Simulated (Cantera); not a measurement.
Feed: 1 mol LiCl, 0.071 mol O2, 15 mol H2, equilibrated at 1675 K and 0.000150 bar.

Method: chemical equilibrium by Gibbs-energy minimisation in Cantera with the NASA 1993 tables (ideal gas, pure condensed phases). Candidate condensed phases: H2O, Li, LiCl, LiH, LiOH, Li2O; 25 gas species. Rates play no part.

Base state: H2 0.917, LiCl 0.0591, H 0.00908, H2O 0.00873, HCl 0.00305, Li 0.00298, LiOH 8.85e-5, Cl 2.35e-5 (mole fractions); condensed: gas only.

**Question.** What changes in the equilibrium state with this change: temperature from 1675 K to 1800 K?

**Answer.** 
| species | before | after |
|---|---|---|
| H2 | 0.917 | 0.897 |
| LiCl | 0.0591 | 0.0557 |
| H | 0.00908 | 0.0277 |
| Cl | 2.35e-5 | 0.000132 |
| OH | 4.18e-6 | 1.76e-5 |
| Li | 0.00298 | 0.00563 |
| HCl | 0.00305 | 0.00558 |
| LiOH | 8.85e-5 | 8.25e-5 |
